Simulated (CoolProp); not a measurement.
Vapour-liquid equilibrium of dimethyl ether (1) + n-hexane (2) at 0.516 MPa; x and y are mole fractions of (1).

Values from CoolProp's multi-fluid Helmholtz-energy mixture model, Wu 2011 and Thol 2019; pair parameters Bell 2016.

Give the bubble temperature and the first vapour's composition at x = 0.05, 0.725, 0.875. Is there an azeotrope?

x = 0.05: 386.7 K, y = 0.330; x = 0.725: 303.6 K, y = 0.977; x = 0.875: 298.0 K, y = 0.990. No azeotrope shows between x = 0.05 and 0.95.

The pair parameters rest on a limited set of measurements; away from them the model extrapolates. The gap from Raoult's law changes sign with composition, which may be real or a fault of the pair parameters; it wasn't checked against measurements.
